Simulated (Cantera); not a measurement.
**Stirred combustor or abatement burner**

A perfectly stirred reactor is fed with CH4 : C2H6 : O2 : N2 = 1 : 0.13 : 1.53 : 5.77 (molar parts), at 0.700 bar; it is adiabatic with a 673 K inlet, and is followed from long to short residence time, starting on the burning branch (τ in s: 0.053, 0.025, 0.012, 0.0056, 0.0026, 0.0012, 0.00059, 0.00028, 0.00013, 6.3e-05, 3e-05, 1.4e-05, 6.6e-06).

Cantera simulation using GRI-Mech 3.0 (53 species, 325 reactions); the numbers are that mechanism's predictions, not measurements.

```tsv
τ (s)	T (K)	x CH4	x C2H6	x O2	x CH2	x H2O2	x H
0.053	2096	0.000244	3.34e-7	0.000133	2.56e-6	2.90e-9	0.00224
0.025	2093	0.000383	6.95e-7	0.000248	4.80e-6	4.67e-9	0.00250
0.012	2089	0.000580	1.42e-6	0.000456	8.63e-6	7.82e-9	0.00278
0.0056	2084	0.000875	3.02e-6	0.000860	1.53e-5	1.41e-8	0.00309
0.0026	2074	0.00131	6.53e-6	0.00164	2.60e-5	2.71e-8	0.00340
0.0012	2057	0.00202	1.48e-5	0.00319	4.20e-5	5.66e-8	0.00366
0.00059	2025	0.00321	3.45e-5	0.00620	6.06e-5	1.25e-7	0.00371
0.00028	1924	0.00746	0.000144	0.0167	6.94e-5	4.25e-7	0.00283
0.00013	673	0.119	0.0154	0.181	<1e-12	<1e-12	<1e-12
6.3e-5	673	0.119	0.0154	0.181	<1e-12	<1e-12	<1e-12
3.0e-5	673	0.119	0.0154	0.181	<1e-12	<1e-12	<1e-12
1.4e-5	673	0.119	0.0154	0.181	<1e-12	<1e-12	<1e-12
6.6e-6	673	0.119	0.0154	0.181	<1e-12	<1e-12	<1e-12
```
x: mole fraction; the columns are a selection and need not sum to one.
